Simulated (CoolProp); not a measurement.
Ethylene along the isotherm 27.85 °C: density (kg/m³) from the reference equation and from simpler models built on Tc = 9.2 °C, pc = 5042 kPa, ω = 0.087; each cubic takes its own stable root.

Values from CoolProp's reference Helmholtz-energy equation of state, Smukala 2000.

```json
[
 {"p (kPa)": "79.7", "phase": "gas", "reference": "0.8973", "Redlich-Kwong": "0.8974", "Peng-Robinson": "0.8979"},
 {"p (kPa)": "117", "phase": "gas", "reference": "1.320", "Redlich-Kwong": "1.320", "Peng-Robinson": "1.321"},
 {"p (kPa)": "172", "phase": "gas", "reference": "1.947", "Redlich-Kwong": "1.947", "Peng-Robinson": "1.949"},
 {"p (kPa)": "252", "phase": "gas", "reference": "2.865", "Redlich-Kwong": "2.866", "Peng-Robinson": "2.870"},
 {"p (kPa)": "370", "phase": "gas", "reference": "4.235", "Redlich-Kwong": "4.237", "Peng-Robinson": "4.247"},
 {"p (kPa)": "543", "phase": "gas", "reference": "6.277", "Redlich-Kwong": "6.282", "Peng-Robinson": "6.304"},
 {"p (kPa)": "797", "phase": "gas", "reference": "9.355", "Redlich-Kwong": "9.364", "Peng-Robinson": "9.414"},
 {"p (kPa)": "1170", "phase": "gas", "reference": "14.06", "Redlich-Kwong": "14.08", "Peng-Robinson": "14.19"},
 {"p (kPa)": "1720", "phase": "gas", "reference": "21.44", "Redlich-Kwong": "21.48", "Peng-Robinson": "21.74"},
 {"p (kPa)": "2520", "phase": "gas", "reference": "33.34", "Redlich-Kwong": "33.44", "Peng-Robinson": "34.03"},
 {"p (kPa)": "3700", "phase": "gas", "reference": "54.48", "Redlich-Kwong": "54.68", "Peng-Robinson": "56.12"},
 {"p (kPa)": "5430", "phase": "supercritical", "reference": "101.0", "Redlich-Kwong": "101.4", "Peng-Robinson": "105.0"},
 {"p (kPa)": "7970", "phase": "supercritical", "reference": "263.3", "Redlich-Kwong": "236.5", "Peng-Robinson": "247.7"},
 {"p (kPa)": "11700", "phase": "supercritical", "reference": "342.0", "Redlich-Kwong": "310.3", "Peng-Robinson": "336.7"},
 {"p (kPa)": "17200", "phase": "supercritical", "reference": "383.2", "Redlich-Kwong": "358.2", "Peng-Robinson": "393.1"},
 {"p (kPa)": "25200", "phase": "supercritical", "reference": "416.1", "Redlich-Kwong": "398.4", "Peng-Robinson": "439.5"}
]
```
